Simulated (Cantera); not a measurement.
A perfectly stirred reactor is fed with CH4 : C2H6 : C3H8 : O2 : N2 : H2O = 1 : 0.072 : 0.15 : 3 : 11.3 : 0.23 (molar parts), equivalence ratio 1.0, at 1.00 bar; it is adiabatic with a 600 K inlet, and is followed from long to short residence time, starting on the burning branch (τ in s: 0.065, 0.035, 0.018, 0.0099, 0.0053, 0.0028, 0.0015, 0.0008, 0.00043, 0.00023, 0.00012, 6.6e-05, 3.5e-05).

Computed with Cantera and GRI-Mech 3.0 (53 species, 325 reactions). GRI-Mech 3.0 was tuned for natural gas; its chemistry of propane as a main component is partial and can be far from experiment.

x: mole fraction; the columns are a selection and need not sum to one.

```json
[
 {"τ (s)": "0.065", "T (K)": "2346", "x CH4": "2.10e-6", "x C2H6": "1.65e-8", "x C3H8": "4.08e-8", "x NO": "0.00196", "x O": "0.000746", "x CH2": "1.53e-7"},
 {"τ (s)": "0.035", "T (K)": "2337", "x CH4": "3.59e-6", "x C2H6": "3.04e-8", "x C3H8": "7.34e-8", "x NO": "0.00155", "x O": "0.000841", "x CH2": "2.63e-7"},
 {"τ (s)": "0.018", "T (K)": "2320", "x CH4": "(withheld)", "x C2H6": "(withheld)", "x C3H8": "(withheld)", "x NO": "(withheld)", "x O": "(withheld)", "x CH2": "(withheld)"},
 {"τ (s)": "0.0099", "T (K)": "2298", "x CH4": "9.81e-6", "x C2H6": "1.05e-7", "x C3H8": "2.31e-7", "x NO": "0.000841", "x O": "0.00124", "x CH2": "7.03e-7"},
 {"τ (s)": "0.0053", "T (K)": "2267", "x CH4": "1.56e-5", "x C2H6": "1.92e-7", "x C3H8": "3.96e-7", "x NO": "0.000594", "x O": "0.00158", "x CH2": "1.07e-6"},
 {"τ (s)": "0.0028", "T (K)": "2228", "x CH4": "(withheld)", "x C2H6": "(withheld)", "x C3H8": "(withheld)", "x NO": "(withheld)", "x O": "(withheld)", "x CH2": "(withheld)"},
 {"τ (s)": "0.0015", "T (K)": "2184", "x CH4": "4.03e-5", "x C2H6": "6.22e-7", "x C3H8": "1.13e-6", "x NO": "0.000281", "x O": "0.00263", "x CH2": "2.29e-6"},
 {"τ (s)": "0.00080", "T (K)": "2135", "x CH4": "6.67e-5", "x C2H6": "1.11e-6", "x C3H8": "1.92e-6", "x NO": "0.000194", "x O": "0.00329", "x CH2": "3.30e-6"},
 {"τ (s)": "0.00043", "T (K)": "2085", "x CH4": "0.000114", "x C2H6": "1.97e-6", "x C3H8": "3.30e-6", "x NO": "0.000136", "x O": "0.00394", "x CH2": "4.82e-6"},
 {"τ (s)": "0.00023", "T (K)": "2032", "x CH4": "0.000204", "x C2H6": "3.63e-6", "x C3H8": "5.91e-6", "x NO": "9.52e-5", "x O": "0.00447", "x CH2": "7.28e-6"},
 {"τ (s)": "0.00012", "T (K)": "1976", "x CH4": "0.000403", "x C2H6": "7.28e-6", "x C3H8": "1.16e-5", "x NO": "6.51e-5", "x O": "0.00468", "x CH2": "1.20e-5"},
 {"τ (s)": "6.6e-5", "T (K)": "1913", "x CH4": "0.000872", "x C2H6": "1.58e-5", "x C3H8": "2.49e-5", "x NO": "4.26e-5", "x O": "0.00419", "x CH2": "2.10e-5"},
 {"τ (s)": "3.5e-5", "T (K)": "600", "x CH4": "0.0635", "x C2H6": "0.00457", "x C3H8": "0.00952", "x NO": "<1e-12", "x O": "<1e-12", "x CH2": "<1e-12"}
]
```

Problem. Complete the blanks.

Solution. 
- 0.018, x CH4: 6.18e-6
- 0.018, x C2H6: 5.86e-8
- 0.018, x C3H8: 1.36e-7
- 0.018, x NO: 0.00115
- 0.018, x O: 0.00101
- 0.018, x CH2: 4.52e-7
- 0.0028, x CH4: 2.50e-5
- 0.0028, x C2H6: 3.50e-7
- 0.0028, x C3H8: 6.75e-7
- 0.0028, x NO: 0.000408
- 0.0028, x O: 0.00205
- 0.0028, x CH2: 1.59e-6
